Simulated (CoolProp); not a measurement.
Ethanol at several states: Z from the reference equation and from simpler models built on Tc = 514.7 K, pc = 62.68 bar, ω = 0.644; each cubic takes its own stable root.

The numbers come from the reference Helmholtz-energy equation of state, Schroeder 2014 in CoolProp.

```json
[
 {"T (K)": "476.2", "p (bar)": "3.7", "phase": "gas", "reference": "0.9738"},
 {"T (K)": "264.9", "p (bar)": "0.907", "phase": "liquid", "reference": "0.002332"},
 {"T (K)": "229.3", "p (bar)": "11.9", "phase": "liquid", "reference": "0.03405"},
 {"T (K)": "354.9", "p (bar)": "22.5", "phase": "liquid", "reference": "0.04774"},
 {"T (K)": "475.6", "p (bar)": "19.9", "phase": "gas", "reference": "0.8367"},
 {"T (K)": "399.5", "p (bar)": "0.561", "phase": "gas", "reference": "0.9907"}
]
```

How far does each simpler model (van der Waals, Redlich-Kwong, Soave-Redlich-Kwong, Peng-Robinson) lie from the reference over these 6 states: mean and median of the absolute difference, and the worst?


- van der Waals: mean 7017.7 %, median 44.6 %, worst +41928.3 % at 264.9 K and 0.907 bar
- Redlich-Kwong: mean 13.5 %, median 12.9 %, worst +29.5 % at 354.9 K and 22.5 bar
- Soave-Redlich-Kwong: mean 9.3 %, median 9.2 %, worst +18.8 % at 229.3 K and 11.9 bar
- Peng-Robinson: mean 3.1 %, median 3.5 %, worst +6.0 % at 229.3 K and 11.9 bar

At some of these states van der Waals gives the other phase, because its saturation line lies elsewhere.
